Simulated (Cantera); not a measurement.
A perfectly stirred reactor is fed with H2 : O2 : N2 = 0.73 : 0.538 : 2.02 (molar parts), at 0.920 bar; it is adiabatic with a 525 K inlet, and is followed from long to short residence time, starting on the burning branch (τ in s: 0.079, 0.032, 0.013, 0.0052, 0.0021, 0.00085, 0.00034, 0.00014, 5.6e-05, 2.3e-05).

Detailed kinetics in Cantera: the H2/O2 subset of GRI-Mech 3.0, which has no nitrogen chemistry.

x: mole fraction; the columns are a selection and need not sum to one.

```json
[
 {"τ (s)": "0.079", "T (K)": "2149", "x H2": "0.00115", "x O2": "0.0580", "x H2O": "0.245", "x H": "0.000191", "x O": "0.000626", "x OH": "0.00529", "x H2O2": "1.71e-7"},
 {"τ (s)": "0.032", "T (K)": "2143", "x H2": "0.00148", "x O2": "0.0580", "x H2O": "0.244", "x H": "0.000276", "x O": "0.000793", "x OH": "0.00591", "x H2O2": "1.75e-7"},
 {"τ (s)": "0.013", "T (K)": "2129", "x H2": "?", "x O2": "0.0578", "x H2O": "0.243", "x H": "?", "x O": "?", "x OH": "?", "x H2O2": "?"},
 {"τ (s)": "0.0052", "T (K)": "2104", "x H2": "?", "x O2": "0.0578", "x H2O": "0.240", "x H": "?", "x O": "?", "x OH": "?", "x H2O2": "?"},
 {"τ (s)": "0.0021", "T (K)": "2060", "x H2": "0.00597", "x O2": "0.0579", "x H2O": "0.235", "x H": "0.00239", "x O": "0.00322", "x OH": "0.0108", "x H2O2": "3.02e-7"},
 {"τ (s)": "0.00085", "T (K)": "1991", "x H2": "0.00952", "x O2": "0.0586", "x H2O": "0.228", "x H": "0.00518", "x O": "0.00526", "x OH": "0.0126", "x H2O2": "4.27e-7"},
 {"τ (s)": "0.00034", "T (K)": "1889", "x H2": "0.0142", "x O2": "0.0601", "x H2O": "0.218", "x H": "0.0104", "x O": "0.00807", "x OH": "0.0136", "x H2O2": "6.68e-7"},
 {"τ (s)": "0.00014", "T (K)": "1758", "x H2": "0.0195", "x O2": "0.0628", "x H2O": "0.206", "x H": "0.0186", "x O": "0.0111", "x OH": "0.0132", "x H2O2": "1.19e-6"},
 {"τ (s)": "5.6e-5", "T (K)": "1594", "x H2": "0.0267", "x O2": "0.0678", "x H2O": "0.191", "x H": "0.0296", "x O": "0.0133", "x OH": "0.0112", "x H2O2": "2.54e-6"},
 {"τ (s)": "2.3e-5", "T (K)": "1399", "x H2": "0.0450", "x O2": "0.0798", "x H2O": "0.167", "x H": "0.0383", "x O": "0.0119", "x OH": "0.00787", "x H2O2": "5.52e-6"}
]
```

Problem. What belongs in the gaps?

Solution. 
- 0.013, x H2: 0.00218
- 0.013, x H: 0.000497
- 0.013, x O: 0.00116
- 0.013, x OH: 0.00703
- 0.013, x H2O2: 1.91e-7
- 0.0052, x H2: 0.00359
- 0.0052, x H: 0.00107
- 0.0052, x O: 0.00191
- 0.0052, x OH: 0.00874
- 0.0052, x H2O2: 2.30e-7
